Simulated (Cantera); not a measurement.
Feed: 1 mol SiCl4, 65 mol N2, held at 13300 Pa.

Equilibrium computed with Cantera from the NASA thermochemical tables; the gas is ideal and each condensed phase is pure. Candidate condensed phases: Si, Si3N4; 13 gas species. The tables' values for SiCl3 are old estimates; treat these amounts as uncertain. Rates play no part. All values below are at 1573 K.

Base state: N2 0.984, SiCl4 0.0142, Cl 0.00102, SiCl3 0.000808, SiCl2 0.000121, Cl2 1.58e-5 (mole fractions); condensed: gas only.

Problem. What changes in the equilibrium state with this change: SiCl4 replaced by Si3H8?

Solution. 
```csv
species,before,after
N2,0.984,0.940
H2,0,0.0597
H,0,2.72e-5
SiCl4,0.0142,0
Cl,0.00102,0
SiCl3,0.000808,0
SiCl2,0.000121,0
"Si3N4(s), mol",0,1.00
```
The feed counts by its element totals alone.
